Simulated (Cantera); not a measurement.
A freely propagating, adiabatic, planar premixed flame of 37.1 % H2, 13.2 % O2, 49.7 % N2, equivalence ratio 1.4, unburnt at 450 K and 1.01 bar; mixture-averaged transport, grid criteria slope 0.08 and curve 0.16, no radiation.

Cantera simulation using the H2/O2 subset of GRI-Mech 3.0, which has no nitrogen chemistry; the numbers are that mechanism's predictions, not measurements. Burning velocities carry a grid error of a few per cent, more on coarse grids.

Task: Predict: laminar burning velocity; thermal thickness; peak x(H); peak x(O); peak x(OH).

Result: 
- laminar burning velocity = 554 cm/s
- thermal thickness = 0.397 mm
- peak x(H) = 0.0782
- peak x(O) = 0.00739
- peak x(OH) = 0.0116
